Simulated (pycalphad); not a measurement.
# Freezing of Si-Al alloys with rising Al

CALPHAD calculation (pycalphad, COST 507 light-alloy database (1999)), 1 atm. The database dates from 1999; later assessments differ in places, in temperatures and in the compounds included. Phase fractions are per mole of atoms.

Scheil-Gulliver runs (no diffusion in the solid, steps of 4 K) beside full equilibrium.

```json
[
 {"alloy": "Si-16.88Al (wt.%)", "liquidus (K)": "1597", "Scheil, half solid (K)": "1475", "Scheil, 80 % solid (K)": "862", "Scheil, invariant end (K)": "850", "liquid left at that end": "0.20", "equilibrium solidus (K)": "850"},
 {"alloy": "Si-33.99Al (wt.%)", "liquidus (K)": "1475", "Scheil, half solid (K)": "1108", "Scheil, 80 % solid (K)": "at the invariant end", "Scheil, invariant end (K)": "850", "liquid left at that end": "0.40", "equilibrium solidus (K)": "850"},
 {"alloy": "Si-51.35Al (wt.%)", "liquidus (K)": "1311", "Scheil, half solid (K)": "at the invariant end", "Scheil, 80 % solid (K)": "at the invariant end", "Scheil, invariant end (K)": "850", "liquid left at that end": "0.60", "equilibrium solidus (K)": "850"},
 {"alloy": "Si-68.95Al (wt.%)", "liquidus (K)": "1107", "Scheil, half solid (K)": "at the invariant end", "Scheil, 80 % solid (K)": "at the invariant end", "Scheil, invariant end (K)": "850", "liquid left at that end": "0.79", "equilibrium solidus (K)": "850"}
]
```
